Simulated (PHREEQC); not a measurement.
1 kg of water holding 0.02 mol KCl meets 20 L of dry gas (CO2 0.41, H2 0.59 by moles) at fixed total pressure, at 80 °C; fugacities by Peng-Robinson. The gases take part in no redox reaction, some water evaporates into the gas, and hydrates or a liquid gas phase aren't modelled. No solid was allowed to form.

All values are PHREEQC results (ion-association model, phreeqc.dat), not measurements.

```tsv
P (atm)	dissolved CO2 (all carbonate carbon) (mol/kgw)	φ of CO2	p of CO2 (atm)	dissolved H2 (mol/kgw)	φ of H2	p of H2 (atm)
2	0.00785	0.995	0.623	0.000673	1.003	0.908
5	0.0229	0.987	1.84	0.00199	1.004	2.69
10	0.0473	0.975	3.86	0.00418	1.007	5.65
30	0.138	0.929	12.0	0.0129	1.021	17.5
40	0.179	0.908	16.0	0.0171	1.028	23.4
50	0.217	0.888	20.1	0.0214	1.035	29.3
75	0.302	0.840	30.2	0.0320	1.053	44.1
100	0.375	0.797	40.4	0.0424	1.072	58.8
200	0.568	0.668	81.1	0.0823	1.149	118
300	0.671	0.589	122	0.119	1.225	176
400	0.733	0.543	163	0.153	1.300	235
```

At this temperature some constants are extrapolated from 25 °C, and those without enthalpy data are left unchanged.
